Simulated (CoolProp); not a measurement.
Vapour-liquid equilibrium of acetone (1) + n-hexane (2) at 0.195 MPa; x and y are mole fractions of (1).

The numbers come from the multi-fluid Helmholtz-energy mixture model, Lemmon 2006 and Thol 2019; pair parameters Bell 2016 in CoolProp.

| x | bubble temperature, mixture model (°C) | bubble temperature, Raoult's law (°C) | y, mixture model | y, Raoult's law |
|---|---|---|---|---|
| 0.05 | 84.7 | 90.2 | 0.191 | 0.074 |
| 0.2 | 75.3 | 87.6 | 0.445 | 0.274 |
| 0.35 | 72.1 | 85.2 | 0.541 | 0.449 |
| 0.5 | 70.9 | 83.0 | 0.595 | 0.602 |
| 0.65 | 70.5 | 80.9 | 0.647 | 0.737 |
| 0.8 | 71.1 | 79.0 | 0.725 | 0.858 |
| 0.95 | 74.3 | 77.2 | 0.894 | 0.966 |

The largest gap from Raoult's law is -13.1 K in bubble temperature, at x = 0.35. y crosses x between x = 0.5 and 0.65: the model has an azeotrope there.

The pair parameters rest on a limited set of measurements; away from them the model extrapolates.
